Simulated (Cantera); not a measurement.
Mixture: C₃H₈ : O₂ : N₂ : H₂O = 1 : 8.2 : 30.8 : 5.4 (molar parts), at 0.640 bar, adiabatic and at constant pressure. Ignition delay is the time to a rise of 400 K.

Computed with Cantera and GRI-Mech 3.0 (53 species, 325 reactions). GRI-Mech 3.0 was tuned for natural gas; its chemistry of propane as a main component is partial and can be far from experiment. Where the delays flatten at high temperature, the 400 K rule measures the pace of heat release, not the induction time.

What does this change do: pressure from 0.640 bar to 1.01 bar?


| quantity | before | after |
|---|---|---|
| delay at 1298 K | 1.34 ms | 1.07 ms |
| delay at 1448 K | 0.176 ms | 0.135 ms |
| delay at 1598 K | 50.0 µs | 36.0 µs |
| delay at 1748 K | 24.8 µs | 16.5 µs |
| delay at 1898 K | 28.8 µs | 15.2 µs |

What does this change do: pressure from 0.640 bar to 32.0 bar?


| quantity | before | after |
|---|---|---|
| delay at 1298 K | 1.34 ms | 0.139 ms |
| delay at 1448 K | 0.176 ms | 20.0 µs |
| delay at 1598 K | 50.0 µs | 4.46 µs |
| delay at 1748 K | 24.8 µs | 1.48 µs |
| delay at 1898 K | 28.8 µs | 0.669 µs |
The pressure lies above the range GRI-Mech 3.0 was tuned for (to about 10 atm).
